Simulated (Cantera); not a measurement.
Cantera run:

```python
import numpy as np
import cantera as ct

gas_names = """
    C CH CH2 CH3 CH2OH CH3O CH4 CH3OH CN CO CO2 COOH C2 C2H CHCO,ketyl C2H2,acetylene C2H2,vinylidene
    CH2CO,ketene C2H3,vinyl CH3CN CH3CO,acetyl C2H4 C2H4O,ethylen CH3CHO,ethanal CH3COOH (HCOOH)2 C2H5
    C2H6 CH3OCH3 C2H5OH CCN CNC C2N2 C2O C3 C3H3,propargyl C3H4,allene C3H4,propyne C3H4,cyclo-
    C3H5,allyl C3H6,propylene C3H6,cyclo- C3H6O C3H7,n-propyl C3H7,i-propyl C3H8 C3H8O,1propanol
    C3H8O,2propanol C3O2 C4 C4H2 C4H4,1,3-cyclo- C4H6,butadiene C4H6,2-butyne C4H6,cyclo- C4H8,1-butene
    C4H8,cis2-buten C4H8,tr2-butene C4H8,isobutene C4H8,cyclo- (CH3COOH)2 C4H9,n-butyl C4H9,i-butyl
    C4H9,s-butyl C4H9,t-butyl C4H10,isobutane C4H10,n-butane C4N2 C5 C5H6,1,3cyclo- C5H8,cyclo-
    C5H10,1-pentene C5H10,cyclo- C5H11,pentyl C5H11,t-pentyl C5H12,n-pentane C5H12,i-pentane
    CH3C(CH3)2CH3 C6H2 C6H5,phenyl C6H5O,phenoxy C6H6 C6H5OH,phenol C6H10,cyclo- C6H12,1-hexene
    C6H12,cyclo- C6H13,n-hexyl C7H7,benzyl C7H8 C7H8O,cresol C7H14,1-heptene C7H15,n-heptyl
    C7H16,n-heptane C8H8,styrene C8H10,ethylbenz C8H16,1-octene C8H17,n-octyl C8H18,isooctane
    C8H18,n-octane C9H19,n-nonyl C10H8,naphthale C10H21,n-decyl C12H9,o-bipheny C12H10,bipheny Fe FeC5O5
    FeO Fe(OH)2 H HCN HCO HCCN HNC HNCO HNO HNO2 HNO3 HO2 H2 HCHO,formaldehy HCOOH H2O H2O2 N NCO NH NH2
    NH3 NH2OH NO NO2 NO3 N2 N2H2 N2H4 N2O O OH O2 O3
""".split()
cond_names = """
    C(gr) C6H6(L) C7H8(L) C8H18(L),n-octa Fe(a) Fe(c) Fe(d) Fe(L) FeC5O5(L) FeO(s) FeO(L) Fe(OH)2(s)
    Fe(OH)3(s) Fe2O3(s) Fe3O4(s) H2O(s) H2O(L)
""".split()


def load(file, names, dense=False):
    # The tables refer to 1 bar. Condensed volumes are neglected.
    table = {s.name: s for s in ct.Species.list_from_file(file)}
    out = []
    for n in names:
        d = dict(table[n].input_data)
        d["thermo"] = dict(d["thermo"], **{"reference-pressure": 1e5})
        if dense:
            d["equation-of-state"] = {"model": "constant-volume", "density": "1e6 g/cm^3"}
        out.append(ct.Species.from_dict(d))
    return out


gas = ct.Solution(thermo="ideal-gas", species=load("nasa_gas.yaml", gas_names))
cond = {s.name: ct.Solution(thermo="fixed-stoichiometry", species=[s], name=s.name)
        for s in load("nasa_condensed.yaml", cond_names, dense=True)}
atoms = {
    'Fe': {'Fe': 1},
    'CO2': {'C': 1, 'O': 2},
    'N2': {'N': 2},
    'NH3': {'N': 1, 'H': 3},
}
top_T = {'C(gr)': 4500, 'Fe2O3(s)': 1830, 'Fe3O4(s)': 1870}  # K; cautious upper limits of use, not melting points


def equilibrate(T, P, feed):
    n = {}
    for name, mol in feed.items():
        for a, k in atoms[name].items():
            n[a] = n.get(a, 0.0) + k * mol
    gas.TPX = T, P, n
    mass = sum(n.values()) * gas.mean_molecular_weight
    gas.equilibrate("TP")
    valid = [c for c in cond.values() if c.min_temp <= T <= top_T.get(c.name, c.max_temp)]
    mix = ct.Mixture([(gas, mass / gas.mean_molecular_weight)] + [(c, 0.0) for c in valid])
    mix.T, mix.P = T, P
    mix.equilibrate("TP", solver="vcs", rtol=1e-11, max_steps=5000)
    return mix


results = []
feed = {'Fe': 1, 'CO2': 5.5, 'N2': 70, 'NH3': 9.9}  # mol
P = 11  # Pa
for T in [1550, 1575, 1600, 1625, 1650, 1675, 1700, 1725, 1750, 1775, 1800, 1825, 1850, 1875]:
    mix = equilibrate(T, P, feed)
    results.append((T, P, feed, dict(zip(mix.species_names, mix.species_moles))))

top = {s: max(r[3][s] / sum(r[3][g] for g in gas_names) for r in results) for s in gas_names}
cols = sorted((s for s in top if top[s] > 1e-05), key=lambda s: -top[s])[:8]
seen = [c for c in cond_names if any(r[3].get(c, 0) > 1e-12 for r in results)]
print("log10 of partial pressures in bar; condensed amounts in mol")
print(f"{'T/K':>10s}" + "".join(f"{s[:9]:>10s}" for s in cols + seen))
for T, P, feed, n in results:
    ng = sum(n[g] for g in gas_names)
    print(f"{T:10.4g}" + "".join(f"{np.log10(max(n[s] / ng * P / 1e5, 1e-99)):10.3f}" for s in cols)
          + "".join(f"{n.get(c, 0):10.4g}" for c in seen))
```

Output:

```
log10 of partial pressures in bar; condensed amounts in mol
       T/K        N2        H2        CO       H2O         H        Fe       CO2        OH     Fe(c)    FeO(s)
      1550    -4.065    -4.927    -5.263    -5.285    -6.965    -6.378    -6.067    -8.797    0.3966    0.2378
      1575    -4.066    -4.932    -5.263    -5.280    -6.847    -6.165    -6.074    -8.635    0.2207    0.1816
      1600    -4.068    -4.939    -5.265    -5.270    -6.734    -5.968    -6.073    -8.472         0   0.05519
      1625    -4.068    -4.943    -5.264    -5.265    -6.623    -5.944    -6.079    -8.320         0         0
      1650    -4.068    -4.946    -5.263    -5.264    -6.514    -5.944    -6.088    -8.178         0         0
      1675    -4.068    -4.948    -5.262    -5.263    -6.409    -5.945    -6.097    -8.040         0         0
      1700    -4.068    -4.951    -5.261    -5.262    -6.307    -5.945    -6.106    -7.905         0         0
      1725    -4.069    -4.954    -5.260    -5.262    -6.208    -5.945    -6.115    -7.775         0         0
      1750    -4.069    -4.957    -5.259    -5.262    -6.112    -5.946    -6.122    -7.648         0         0
      1775    -4.069    -4.962    -5.259    -5.262    -6.019    -5.947    -6.130    -7.525         0         0
      1800    -4.070    -4.967    -5.258    -5.263    -5.929    -5.947    -6.136    -7.405         0         0
      1825    -4.070    -4.973    -5.258    -5.264    -5.842    -5.948    -6.142    -7.289         0         0
      1850    -4.071    -4.979    -5.258    -5.265    -5.758    -5.949    -6.148    -7.176         0         0
      1875    -4.072    -4.987    -5.258    -5.268    -5.677    -5.950    -6.153    -7.066         0         0
```

Method: chemical equilibrium by Gibbs-energy minimisation in Cantera with the NASA 1993 tables (ideal gas, pure condensed phases). Mutual solubility and eutectic melting of coexisting phases are not modelled. The tables' stoichiometric FeO is somewhat more stable than real wüstite, so its field is too wide. FeO: taken at fixed stoichiometry.
